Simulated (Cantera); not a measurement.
A perfectly stirred reactor is fed with C2H6 : H2 = 1 : 28 (molar parts), at 0.113 Torr; it is held at 1898 K, and followed from long to short residence time.

Computed with Cantera and GRI-Mech 3.0 (53 species, 325 reactions). GRI-Mech 3.0 stops at C3 and has no aromatics, soot or wall deposition, so with more carbon than oxygen in the feed, carbon stays in small species such as C2H2 where larger ones or solid carbon would form. Radical loss at walls, strong at low pressure, is not modelled.

x: mole fraction; the columns are a selection and need not sum to one.

```
τ (s)     x C2H6   x H2    x CH2      x H    x CH3
------  --------  -----  -------  -------  -------
6.4      1.44e-5  0.952      [?]  0.00788  0.00215
2.6      3.49e-5  0.948      [?]  0.00812  0.00318
1.0      8.71e-5  0.944      [?]  0.00867  0.00464
0.41    0.000202  0.939      [?]  0.00936  0.00630
0.16    0.000489  0.935      [?]   0.0101  0.00823
0.065    0.00115  0.932  4.97e-5   0.0106   0.0101
0.026    0.00275  0.932  5.34e-5   0.0104   0.0119
0.010    0.00675  0.936  5.05e-5  0.00901   0.0137
0.0041    0.0142  0.944      [?]  0.00638   0.0138
```

Task: What belongs in the gaps?

Result: 
- 6.4, x CH2: 1.51e-5
- 2.6, x CH2: 2.04e-5
- 1.0, x CH2: 2.74e-5
- 0.41, x CH2: 3.50e-5
- 0.16, x CH2: 4.32e-5
- 0.0041, x CH2: 3.57e-5
